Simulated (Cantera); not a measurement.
Cantera run:

```python
import numpy as np
import cantera as ct

gas_names = """
    CL CL2 H HCL H2 Si SiCL SiCL2 SiCL3 SiCL4 SiH SiHCL3 SiH2 SiH2CL2 SiH3 SiH3CL SiH4 Si2 Si3
""".split()
cond_names = """
    Si(cr) Si(L)
""".split()


# ... load() reads the species with a 1 bar reference pressure and builds the phases ...
atoms = {
    'Si': {'Si': 1},
    'HCl': {'H': 1, 'CL': 1},
}
top_T = {}  # K; cautious upper limits of use, not melting points


# ... equilibrate(T, P, feed) seeds the gas with the atoms and calls Mixture.equilibrate('TP', solver="vcs", rtol=1e-11, max_steps=5000) ...
results = []
feed = {'Si': 1, 'HCl': 5.2}  # mol
T = 1573.15  # K
P = 1.3  # Pa
mix = equilibrate(T, P, feed)
results.append((T, P, feed, dict(zip(mix.species_names, mix.species_moles))))
x = sorted(zip(gas.X, gas.species_names), reverse=True)
print(f"T = {T:g} K  P = {P:g} Pa  gas = {mix.phase_moles(0):.4g} mol")
print("   x: " + "  ".join(f"{s} {v:.3e}" for v, s in x if v > 0.0001))
print("   condensed (mol): " + ("  ".join(f"{mix.phase(i).name} {mix.phase_moles(i):.4g}"
      for i in range(1, mix.n_phases) if mix.phase_moles(i) > 1e-12) or "none"))
```

It prints:

```
T = 1573.15 K  P = 1.3 Pa  gas = 5.242 mol
   x: HCL 5.973e-01  H2 1.948e-01  SiCL2 1.889e-01  CL 1.215e-02  H 4.986e-03  SiCL3 1.466e-03  SiCL 2.541e-04  Si 1.293e-04
   condensed (mol): none
```

Cantera equilibrium calculation (NASA polynomials, part measured and part estimated; ideal gas, pure solids and liquids). The tables' values for SiCl3, SiCl are old estimates; treat these amounts as uncertain.
